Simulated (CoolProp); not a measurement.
C2F6 (R116) at 293.15 K and 0.507 MPa is throttled through a valve to 0.0424 MPa with no heat exchange. Each further row changes one setting.

The numbers come from the reference Helmholtz-energy equation of state, Lemmon 2006 in CoolProp. It is a short technical equation, of lower accuracy than the large ones.

| case | temperature change (K) | final density (kg/m³) |
|---|---|---|
| as stated | -4.2 | 2.45 |
| outlet pressure 0.0127 MPa | -4.5 | 0.731 |
| outlet pressure 0.0551 MPa | -4.1 | 3.18 |
